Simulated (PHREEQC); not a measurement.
Synthetic water in mg/L, 25 °C, pH 6.63, pe 12.8:

```csv
constituent,mg/L
Na,6.88
K,1.09
Ca,9.52
Mg,1.78
Cl,12
S(6) as SO4,5.6
Alkalinity as HCO3,30.6
Ni,0.00932
Sr,0.0588
F,0.068
```

Na is adjusted to close the charge balance.
Valence states are taken as typed.

Computed with PHREEQC (ion-association model, wateq4f.dat).

The ionic strength comes out as 0.00132 mol/kgw.

```json
[
 {"species": "HCO3-", "molality": "0.000500", "activity": "0.000480", "log γ": "-0.017"},
 {"species": "Cl-", "molality": "0.000338", "activity": "0.000325", "log γ": "-0.018"},
 {"species": "Na+", "molality": "0.000309", "activity": "0.000297", "log γ": "-0.018"},
 {"species": "CO2", "molality": "0.000253", "activity": "0.000253", "log γ": "0.000"},
 {"species": "Ca+2", "molality": "0.000234", "activity": "0.000200", "log γ": "-0.070"},
 {"species": "Mg+2", "molality": "7.22e-5", "activity": "6.15e-5", "log γ": "-0.069"},
 {"species": "SO4-2", "molality": "5.56e-5", "activity": "4.74e-5", "log γ": "-0.070"},
 {"species": "K+", "molality": "2.79e-5", "activity": "2.67e-5", "log γ": "-0.018"},
 {"species": "F-", "molality": "3.56e-6", "activity": "3.41e-6", "log γ": "-0.018"}
]
```

No solid was allowed to form. Complexes and solids missing from the database can't appear. The database's nickel carbonate constants are estimates that later reviews lower a good deal.
